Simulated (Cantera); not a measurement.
An isothermal, constant-pressure homogeneous reactor starts with N₂O : N₂ = 1 : 6.2 (molar parts), at 1475 K and 0.320 bar. Integrator tolerance rtol = 1e-08.

Detailed kinetics in Cantera: GRI-Mech 3.0 (53 species, 325 reactions). GRI-Mech 3.0 was tuned for natural gas; its chemistry of N2O as a main component is partial and can be far from experiment. The temperature is held fixed by assumption; the heat of reaction is taken as removed at once.

```csv
quantity,before,after
x(N₂O) at 90.0 s,2.50e-7 (gas-phase equilibrium 2.50e-8),1.18e-7 (gas-phase equilibrium 1.31e-8)
x(N₂) at 90.0 s,0.922 (gas-phase equilibrium 0.935),0.925 (gas-phase equilibrium 0.935)
x(O₂) at 90.0 s,0.0514 (gas-phase equilibrium 0.0646),0.0552 (gas-phase equilibrium 0.0648)
x(O) at 90.0 s,1.16e-6 (gas-phase equilibrium 1.30e-6),1.77e-7 (gas-phase equilibrium 1.91e-7)
x(NO₂) at 90.0 s,4.36e-5 (gas-phase equilibrium 1.19e-6),5.01e-5 (gas-phase equilibrium 9.19e-7)
x(NO) at 90.0 s,0.0270 (gas-phase equilibrium 0.000656),0.0194 (gas-phase equilibrium 0.000329)
```

**Question.** What was changed between the two runs?
(A) temperature 1475 to 1600 K
(B) pressure from 0.320 bar to 0.00860 bar
(C) temperature 1475 to 1350 K
(D) pressure from 0.320 bar to 0.0330 bar

**Answer.** C, temperature 1475 to 1350 K
